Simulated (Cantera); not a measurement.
A Cantera script and what it prints.

```python
import numpy as np
import cantera as ct

gas_names = """
    B BN BO BO2 B2 B2O B2O2 B2O3 N NO NO2 NO3 N2 N2O O O2 O3
""".split()
cond_names = """
    B(b) B(L) BN(s) B2O3(L)
""".split()


# ... load() reads the species with a 1 bar reference pressure and builds the phases ...
atoms = {
    'BN': {'B': 1, 'N': 1},
    'O2': {'O': 2},
}
top_T = {'BN(s)': 3200}  # K; cautious upper limits of use, not melting points


# ... equilibrate(T, P, feed) seeds the gas with the atoms and calls Mixture.equilibrate('TP', solver="vcs", rtol=1e-11, max_steps=5000) ...
results = []
T = 1075  # K
P = 510  # Pa
for m in [0.37, 0.48, 0.61, 0.79, 1, 1.3, 1.7]:
    feed = {'BN': 1, 'O2': m}  # mol
    mix = equilibrate(T, P, feed)
    results.append((T, P, feed, dict(zip(mix.species_names, mix.species_moles))))

top = {s: max(r[3][s] / sum(r[3][g] for g in gas_names) for r in results) for s in gas_names}
cols = sorted((s for s in top if top[s] > 1e-06), key=lambda s: -top[s])[:7]
seen = [c for c in cond_names if any(r[3].get(c, 0) > 1e-12 for r in results)]
print("log10 of partial pressures in bar; condensed amounts in mol")
print(f"{'n(O2)':>10s}" + "".join(f"{s[:9]:>10s}" for s in cols + seen))
for T, P, feed, n in results:
    ng = sum(n[g] for g in gas_names)
    print(f"{feed['O2']:10.4g}" + "".join(f"{np.log10(max(n[s] / ng * P / 1e5, 1e-99)):10.3f}" for s in cols)
          + "".join(f"{n.get(c, 0):10.4g}" for c in seen))
```

Result:

```
log10 of partial pressures in bar; condensed amounts in mol
     n(O2)        N2        O2        NO     BN(s)   B2O3(L)
      0.37    -2.292   -23.889   -16.872    0.5067    0.2467
      0.48    -2.292   -23.889   -16.872      0.36      0.32
      0.61    -2.292   -23.889   -16.872    0.1867    0.4067
      0.79    -2.326    -3.423    -6.655         0       0.5
         1    -2.469    -2.770    -6.400         0       0.5
       1.3    -2.615    -2.573    -6.375         0       0.5
       1.7    -2.755    -2.476    -6.396         0       0.5
```

Cantera equilibrium calculation (NASA polynomials, part measured and part estimated; ideal gas, pure solids and liquids). Mutual solubility and eutectic melting of coexisting phases are not modelled.
